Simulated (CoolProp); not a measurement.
Vapour-liquid equilibrium of R143a (1) + dimethyl ether (2) at 218.5 K; x and y are mole fractions of (1).

The numbers come from the multi-fluid Helmholtz-energy mixture model, Lemmon and Jacobsen 2000 and Wu 2011; pair parameters Bell 2016 in CoolProp.

```csv
x,"bubble pressure, mixture model (kPa)","bubble pressure, Raoult's law (kPa)","y, mixture model","y, Raoult's law"
0.05,25.57,24.81,0.165,0.142
0.125,30.03,28.40,0.341,0.310
0.2,34.20,32.00,0.467,0.440
0.275,38.12,35.59,0.562,0.543
0.35,41.84,39.19,0.637,0.628
0.425,45.40,42.78,0.699,0.699
0.5,48.83,46.38,0.753,0.758
0.575,52.16,49.97,0.799,0.809
0.65,55.42,53.57,0.841,0.854
0.725,58.63,57.16,0.879,0.892
0.8,61.82,60.75,0.914,0.926
0.875,65.00,64.35,0.947,0.956
0.95,68.19,67.94,0.979,0.984
```

The largest gap from Raoult's law is +7.1 % in bubble pressure, at x = 0.275. No azeotrope shows between x = 0.05 and 0.95.

Pair parameters are fitted to limited data, so mixtures are less certain than the pure fluids.
